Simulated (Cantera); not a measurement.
A closed system holds: 1 mol CuO, 0.92 mol H2, 2.3 mol H2O, at 7.50 Torr.

Equilibrium computed with Cantera from the NASA thermochemical tables; the gas is ideal and each condensed phase is pure. Candidate condensed phases: Cu, CuO, Cu(OH)2, Cu2O, H2O; 12 gas species. The numbers say what is thermodynamically allowed, not how fast it happens. All values below are at 627 °C.

Base state: H2O 1.000 (mole fractions); condensed: Cu(s) + Cu2O(s).

What changes in the equilibrium state with this change: CuO replaced by V2O5?


| species | before | after |
|---|---|---|
| H2O | 1.000 | 0.998 |
| O2 | <1e-9 | 0.00158 |
| Cu(s), mol | 0.840 | 0 |
| Cu2O(s), mol | 0.0800 | 0 |
| V2O4(s), mol | 0 | 0.930 |
| V2O5(s), mol | 0 | 0.0698 |
Condensed phases not in the tables: the oxides between V2O3 and V2O5 other than VO2. Gases not in the tables: V4O10. Further candidate phases: V, VO, V2O3, V2O4, V2O5.
